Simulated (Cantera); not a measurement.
Input: 1 mol Al, 8.8 mol NH₃, 850 mol N₂, 6 mol HCl, held at 10.0 Torr.

Equilibrium computed with Cantera from the NASA thermochemical tables; the gas is ideal and each condensed phase is pure. Candidate condensed phases: Al, AlCl₃, AlN, NH₄Cl; 20 gas species. The tables' values for AlCl₂ are old estimates; treat these amounts as uncertain. Kinetics and transport are ignored.

x: gas mole fraction; n: condensed amount in mol.

```json
[
 {"T (°C)": "1075", "x N₂": "0.978", "x H₂": "0.0163", "x H": "2.56e-6", "x HCl": "0.00450", "x Cl": "5.89e-7", "x AlCl": "7.58e-5", "x AlCl₃": "[?]", "n AlN(s)": "0.248"},
 {"T (°C)": "1175", "x N₂": "0.978", "x H₂": "0.0163", "x H": "1.02e-5", "x HCl": "0.00449", "x Cl": "2.29e-6", "x AlCl": "0.000448", "x AlCl₃": "[?]", "n AlN(s)": "0"},
 {"T (°C)": "1275", "x N₂": "0.978", "x H₂": "0.0160", "x H": "3.37e-5", "x HCl": "0.00514", "x Cl": "8.67e-6", "x AlCl": "0.000780", "x AlCl₃": "[?]", "n AlN(s)": "0"},
 {"T (°C)": "1375", "x N₂": "0.978", "x H₂": "0.0158", "x H": "9.68e-5", "x HCl": "0.00546", "x Cl": "2.63e-5", "x AlCl": "0.000971", "x AlCl₃": "[?]", "n AlN(s)": "0"},
 {"T (°C)": "1475", "x N₂": "0.977", "x H₂": "0.0156", "x H": "0.000247", "x HCl": "0.00555", "x Cl": "6.77e-5", "x AlCl": "0.00105", "x AlCl₃": "[?]", "n AlN(s)": "0"},
 {"T (°C)": "1575", "x N₂": "0.977", "x H₂": "0.0155", "x H": "0.000571", "x HCl": "0.00551", "x Cl": "0.000155", "x AlCl": "0.00109", "x AlCl₃": "[?]", "n AlN(s)": "0"},
 {"T (°C)": "1675", "x N₂": "0.977", "x H₂": "0.0152", "x H": "0.00121", "x HCl": "0.00537", "x Cl": "0.000319", "x AlCl": "0.00111", "x AlCl₃": "[?]", "n AlN(s)": "0"},
 {"T (°C)": "1775", "x N₂": "0.976", "x H₂": "0.0148", "x H": "0.00236", "x HCl": "0.00510", "x Cl": "0.000602", "x AlCl": "0.00111", "x AlCl₃": "[?]", "n AlN(s)": "0"},
 {"T (°C)": "1875", "x N₂": "0.975", "x H₂": "0.0140", "x H": "0.00427", "x HCl": "0.00467", "x Cl": "0.00104", "x AlCl": "0.00110", "x AlCl₃": "[?]", "n AlN(s)": "0"},
 {"T (°C)": "1975", "x N₂": "0.973", "x H₂": "0.0128", "x H": "0.00720", "x HCl": "0.00408", "x Cl": "0.00166", "x AlCl": "0.00108", "x AlCl₃": "[?]", "n AlN(s)": "0"}
]
```

**Question.** Fill in the missing entries.

**Answer.** 
- 1075, x AlCl₃: 0.000724
- 1175, x AlCl₃: 0.000537
- 1275, x AlCl₃: 0.000207
- 1375, x AlCl₃: 6.10e-5
- 1475, x AlCl₃: 1.71e-5
- 1575, x AlCl₃: 5.12e-6
- 1675, x AlCl₃: 1.65e-6
- 1775, x AlCl₃: 5.69e-7
- 1875, x AlCl₃: 2.03e-7
- 1975, x AlCl₃: 7.26e-8
